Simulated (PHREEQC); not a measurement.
## Hard or scaling water: an equilibrium model

Dissolve 0.0021 mol/kgw MgCl2, 0.00013 mol/kgw NaHCO3 and 0.00034 mol/kgw MgSO4 at 32 °C. Closed to the air; pH follows from the charge balance.

Equilibrium calculation in PHREEQC: ion-association model, phreeqc.dat.

```json
{
 "pH": "7.84",
 "ionic_strength": "0.00745 mol/kgw",
 "specific_conductance": "661 µS/cm",
 "total_alkalinity": "0.130 meq/kg"
}
```

| species | molality | activity | log γ |
|---|---|---|---|
| Cl- | 0.00420 | 0.00383 | -0.040 |
| Mg+2 | 0.00235 | 0.00166 | -0.153 |
| SO4-2 | 0.000257 | 0.000179 | -0.156 |
| Na+ | 0.000130 | 0.000119 | -0.039 |
| HCO3- | 0.000123 | 0.000112 | -0.039 |
| MgSO4 | 8.29e-5 | 8.30e-5 | 0.001 |
| CO2 | 3.41e-6 | 3.42e-6 | 0.001 |
| MgHCO3+ | 2.47e-6 | 2.26e-6 | -0.040 |
| OH- | 1.28e-6 | 1.17e-6 | -0.041 |
| MgOH+ | 8.36e-7 | 7.66e-7 | -0.038 |
| MgCO3 | 7.23e-7 | 7.25e-7 | 0.001 |
| CO3-2 | 5.88e-7 | 4.12e-7 | -0.155 |
| NaSO4- | 1.22e-7 | 1.11e-7 | -0.039 |

No solid was allowed to form.
